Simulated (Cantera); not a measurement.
## SiCl4 + C2H4 + H2 (silicon carbide growth)

Input: 1 mol SiCl4, 0.3 mol C2H4, 1800 mol H2, held at 0.133 bar.

Cantera equilibrium calculation (NASA polynomials, part measured and part estimated; ideal gas, pure solids and liquids). Candidate condensed phases: C, C6H6, C7H8, C8H18, Si, SiC; 109 gas species. Gases not in the tables: Si2H6 and higher silanes. The numbers say what is thermodynamically allowed, not how fast it happens.

| T (°C) | log p H2 | log p H | log p HCl | log p Si | log p C2H2 (acetylene) | log p SiH | log p Cl | n SiC(s) |
|---|---|---|---|---|---|---|---|---|
| 1750 | -0.88 | -3.16 | -3.53 | -4.65 | -5.57 | -5.28 | -5.95 | 0.501 |
| 1800 | -0.88 | -3.02 | -3.54 | -4.50 | -5.09 | -5.18 | -5.81 | 0.340 |
| 1850 | -0.88 | -2.89 | -3.54 | -4.31 | -4.73 | -5.04 | -5.68 | 0.0252 |
| 1900 | -0.88 | -2.76 | -3.54 | -4.27 | -4.70 | -5.04 | -5.55 | 0 |
| 1950 | -0.88 | -2.64 | -3.54 | -4.25 | -4.69 | -5.06 | -5.43 | 0 |
| 2000 | -0.89 | -2.52 | -3.54 | -4.23 | -4.68 | -5.09 | -5.32 | 0 |
| 2050 | -0.89 | -2.41 | -3.55 | -4.22 | -4.68 | -5.12 | -5.21 | 0 |
| 2100 | -0.89 | -2.30 | -3.55 | -4.21 | -4.68 | -5.15 | -5.10 | 0 |
log p: log10 of the partial pressure in bar; n: condensed amount in mol.

From 1750 °C to 1850 °C the condensed part is SiC(s). From 1900 °C to 2100 °C nothing is condensed. The main Si-bearing gas is Si throughout.
